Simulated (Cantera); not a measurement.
## SiO2 + Al2O3 + H2 (silicates and aluminates)

Feed: 1 mol SiO2, 0.23 mol Al2O3, 0.21 mol H2, at 13300 Pa.

Equilibrium computed with Cantera from the NASA thermochemical tables; the gas is ideal and each condensed phase is pure. Candidate condensed phases: Al, Al2O3, Al2SiO5, Al6Si2O13, H2O, Si, SiO2; 28 gas species. Mutual solubility and eutectic melting of coexisting phases are not modelled. Condensed phases not in the tables: alloys, solid solutions and most ternary compounds. Kinetics and transport are ignored.

```csv
T (K),log p H2,log p H,log p H2O,log p SiH4,log p SiO,n Al2SiO5(andalusite),n SiO2(α-quartz),n SiO2(β-quartz)
725,-0.88,<-12,-12.09,-12.39,<-12,0.230,0.770,0
775,-0.88,-12.44,-11.40,-11.71,<-12,0.230,0.770,0
825,-0.88,-11.54,-10.95,-10.82,<-12,0.230,0.770,0
875,-0.88,-10.74,-10.28,-10.58,<-12,0.230,0,0.770
925,-0.88,-10.02,-9.81,-10.12,-11.70,0.230,0,0.770
975,-0.88,-9.38,-9.38,-9.72,-10.52,0.230,0,0.770
1025,-0.88,-8.80,-8.97,-9.42,-9.50,0.230,0,0.770
```
log p: log10 of the partial pressure in bar; n: condensed amount in mol.

From 725 K to 825 K the condensed part is Al2SiO5(andalusite) + SiO2(α-quartz). From 875 K to 1025 K the condensed part is Al2SiO5(andalusite) + SiO2(β-quartz).
